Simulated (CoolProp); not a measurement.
Ethanol along the isotherm 560.9 K: density (kg/m³) from the reference equation and from simpler models built on Tc = 514.7 K, pc = 6268 kPa, ω = 0.644; each cubic takes its own stable root.

Model: reference Helmholtz-energy equation of state, Schroeder 2014, in CoolProp.

```tsv
p (kPa)	phase	reference
4820	gas	57.76
9640	supercritical	179.9
14500	supercritical	376.1
19300	supercritical	447.4
24100	supercritical	485.8
28900	supercritical	511.8
33800	supercritical	532.1
38600	supercritical	548.3
43400	supercritical	562.1
48200	supercritical	574.1
53000	supercritical	584.9
57900	supercritical	594.8
62700	supercritical	603.7
```

Question: How far does each simpler model (ideal gas, van der Waals, Redlich-Kwong, Soave-Redlich-Kwong, Peng-Robinson) lie from the reference over these 13 states: mean and median of the absolute difference, and the worst?

Answer: 
- ideal gas: mean 31.1 %, median 30.5 %, worst -61.9 % at 560.9 K and 14500 kPa
- van der Waals: mean 29.2 %, median 32.5 %, worst -33.9 % at 560.9 K and 62700 kPa
- Redlich-Kwong: mean 15.5 %, median 15.9 %, worst +19.5 % at 560.9 K and 9640 kPa
- Soave-Redlich-Kwong: mean 18.0 %, median 18.9 %, worst -25.2 % at 560.9 K and 14500 kPa
- Peng-Robinson: mean 11.0 %, median 10.4 %, worst -19.0 % at 560.9 K and 14500 kPa
